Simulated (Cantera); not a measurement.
A closed system holds: 1 mol Pb, 0.095 mol O₂, 5.5 mol N₂, at 0.860 bar.

Method: chemical equilibrium by Gibbs-energy minimisation in Cantera with the NASA 1993 tables (ideal gas, pure condensed phases). Candidate condensed phases: Pb, PbO, PbO₂, Pb₃O₄; 12 gas species. Each liquid is taken as pure. Mutual solubility and eutectic melting of coexisting phases are not modelled. Gases not in the tables: (PbO)n polymers. Equilibrium is a limit: real reactors are often held back by kinetics, nucleation or transport.

x: gas mole fraction; n: condensed amount in mol.

```json
[
 {"T (K)": "1075", "x N₂": "1.000", "x Pb": "8.83e-5", "x PbO": "3.58e-6", "x Pb₂": "7.86e-10", "x NO": "6.57e-10", "x O₂": "1.57e-11", "x O": "<1e-12", "n Pb(l)": "0.810", "n PbO(yellow)": "0.190", "n PbO(l)": "0"},
 {"T (K)": "1150", "x N₂": "1.000", "x Pb": "0.000337", "x PbO": "2.65e-5", "x Pb₂": "7.37e-9", "x NO": "6.22e-9", "x O₂": "3.71e-10", "x O": "<1e-12", "n Pb(l)": "0.808", "n PbO(yellow)": "0.190", "n PbO(l)": "0"},
 {"T (K)": "1225", "x N₂": "0.999", "x Pb": "0.00109", "x PbO": "0.000131", "x Pb₂": "5.20e-8", "x NO": "3.84e-8", "x O₂": "4.40e-9", "x O": "3.01e-12", "n Pb(l)": "0.804", "n PbO(yellow)": "0", "n PbO(l)": "0.189"},
 {"T (K)": "1300", "x N₂": "0.996", "x Pb": "0.00305", "x PbO": "0.000525", "x Pb₂": "2.91e-7", "x NO": "1.88e-7", "x O₂": "3.73e-8", "x O": "3.68e-11", "n Pb(l)": "0.793", "n PbO(yellow)": "0", "n PbO(l)": "0.187"},
 {"T (K)": "1375", "x N₂": "0.991", "x Pb": "(withheld)", "x PbO": "(withheld)", "x Pb₂": "(withheld)", "x NO": "(withheld)", "x O₂": "(withheld)", "x O": "(withheld)", "n Pb(l)": "0.768", "n PbO(yellow)": "0", "n PbO(l)": "0.180"},
 {"T (K)": "1450", "x N₂": "0.977", "x Pb": "(withheld)", "x PbO": "(withheld)", "x Pb₂": "(withheld)", "x NO": "(withheld)", "x O₂": "(withheld)", "x O": "(withheld)", "n Pb(l)": "0.712", "n PbO(yellow)": "0", "n PbO(l)": "(withheld)"},
 {"T (K)": "1525", "x N₂": "0.950", "x Pb": "0.0362", "x PbO": "0.0140", "x Pb₂": "1.77e-5", "x NO": "8.07e-6", "x O₂": "5.96e-6", "x O": "1.49e-8", "n Pb(l)": "0.600", "n PbO(yellow)": "0", "n PbO(l)": "0.109"}
]
```

Question: Complete the blanks.

Answer: 
- 1375, x Pb: 0.00763
- 1375, x PbO: 0.00179
- 1375, x Pb₂: 1.34e-6
- 1375, x NO: 7.63e-7
- 1375, x O₂: 2.46e-7
- 1375, x O: 3.41e-10
- 1450, x Pb: 0.0173
- 1450, x PbO: 0.00530
- 1450, x Pb₂: 5.22e-6
- 1450, x NO: 2.66e-6
- 1450, x O₂: 1.32e-6
- 1450, x O: 2.49e-9
- 1450, n PbO(l): 0.160
